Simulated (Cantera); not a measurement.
What does this Cantera script print?

```python
import numpy as np
import cantera as ct

gas = ct.Solution("gri30.yaml")
gas.TPX = 1875, 41000, {'CH4': 1, 'CO2': 2.9}
reactor = ct.IdealGasConstPressureReactor(gas, energy="off", clone=False)
net = ct.ReactorNet([reactor])
net.rtol, net.atol = 1e-08, 1e-18
show = ['CH4', 'CO2', 'O2', 'H', 'CH3', 'HO2']
times = np.geomspace(0.0001, 20, 14)

steps = ct.SolutionArray(gas, extra=["t"])
rows = []
print(f"{'t/s':>10s}{'T/K':>9s}{'P/Pa':>11s}" + "".join(f"{s:>11s}" for s in show))
for t in times:
    while net.time < t:
        t_next = net.step()
        steps.append(gas.state, t=t_next)
    rows.append([np.interp(t, steps.t, y) for y in (steps.T, steps.P, *steps(*show).X.T)])
    print(f"{t:10.3e}{rows[-1][0]:9.1f}{rows[-1][1]:11.4g}" + "".join(f"{x:11.3e}" for x in rows[-1][2:]))
rate = np.gradient(steps.T, steps.t)
print("integrator steps:", len(steps.t))
if steps.T.max() > steps.T[0] + 200:
    print(f"time of steepest temperature rise: {steps.t[rate.argmax()]:.4e} s")
gas.TPX = 1875, 41000, {'CH4': 1, 'CO2': 2.9}
gas.equilibrate("TP")
print(f"equilibrium (TP): T = {gas.T:.1f} K  " + "  ".join(f"{s} {gas[s].X[0]:.3e}" for s in show))
```

It prints:

```
       t/s      T/K       P/Pa        CH4        CO2         O2          H        CH3        HO2
 1.000e-04   1875.0    4.1e+04  2.488e-01  7.408e-01  7.852e-12  1.995e-05  3.736e-03  1.876e-12
 2.557e-04   1875.0    4.1e+04  2.217e-01  7.273e-01  6.532e-11  7.436e-05  5.915e-03  4.561e-12
 6.539e-04   1875.0    4.1e+04  1.545e-01  6.710e-01  5.724e-10  1.620e-04  4.500e-03  1.136e-11
 1.672e-03   1875.0    4.1e+04  8.692e-02  5.719e-01  2.211e-09  2.153e-04  2.618e-03  2.111e-11
 4.276e-03   1875.0    4.1e+04  3.368e-02  4.289e-01  7.780e-09  2.222e-04  1.335e-03  3.362e-11
 1.094e-02   1875.0    4.1e+04  8.085e-03  2.972e-01  3.152e-08  2.638e-04  5.610e-04  5.665e-11
 2.797e-02   1875.0    4.1e+04  5.280e-03  2.239e-01  3.240e-08  3.273e-04  3.408e-04  3.472e-11
 7.152e-02   1875.0    4.1e+04  3.323e-03  1.704e-01  2.816e-08  3.594e-04  1.765e-04  1.818e-11
 1.829e-01   1875.0    4.1e+04  7.319e-04  1.453e-01  2.825e-08  3.682e-04  3.449e-05  1.288e-11
 4.677e-01   1875.0    4.1e+04  7.475e-07  1.424e-01  3.468e-08  4.098e-04  3.838e-08  1.454e-11
 1.196e+00   1875.0    4.1e+04  2.126e-10  1.424e-01  3.494e-08  4.113e-04  1.099e-11  1.463e-11
 3.058e+00   1875.0    4.1e+04  2.126e-10  1.424e-01  3.494e-08  4.113e-04  1.099e-11  1.463e-11
 7.821e+00   1875.0    4.1e+04  2.126e-10  1.424e-01  3.494e-08  4.113e-04  1.099e-11  1.463e-11
 2.000e+01   1875.0    4.1e+04  2.126e-10  1.424e-01  3.494e-08  4.113e-04  1.099e-11  1.463e-11
integrator steps: 2029
equilibrium (TP): T = 1875.0 K  CH4 2.322e-10  CO2 1.424e-01  O2 3.494e-08  H 4.113e-04  CH3 1.201e-11  HO2 1.463e-11
```

Detailed kinetics in Cantera: GRI-Mech 3.0 (53 species, 325 reactions).
